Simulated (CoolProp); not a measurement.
Computed with CoolProp (reference Helmholtz-energy equation of state, Kamei 1995).

Give the vapour pressure (bar), enthalpy of vaporisation (kJ/kg), liquid cp (kJ/(kg K)), liquid viscosity (µPa s) of saturated R22 at -29.75, -0.25, 29.15 °C.


| T (°C) | p (bar) | enthalpy of vaporisation (kJ/kg) | liquid cp (kJ/(kg K)) | liquid viscosity (µPa s) |
|---|---|---|---|---|
| -29.75 | 1.66 | 227 | 1.11 | 248 |
| -0.25 | 4.94 | 205 | 1.17 | 171 |
| 29.15 | 11.7 | 179 | 1.28 | 121 |

Viscosity comes from a separate model (Bell 2016), an estimate that may be off by 10 % or more.
